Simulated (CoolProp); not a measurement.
Model: reference Helmholtz-energy equation of state, Lemmon 2006, in CoolProp. It is a short technical equation, of lower accuracy than the large ones.

For C3F8 (R218), give the phase and the density (kg/m³), cp (kJ/(kg K)), isothermal compressibility (1/MPa), expansivity (1/kK) at 194.1 K and 3.3 MPa; 194.1 K and 6.6 MPa.


- 194.1 K and 3.3 MPa: liquid; density 1780, cp 0.887, isothermal compressibility 0.00147, expansivity 1.93
- 194.1 K and 6.6 MPa: liquid; density 1780, cp 0.884, isothermal compressibility 0.00139, expansivity 1.87
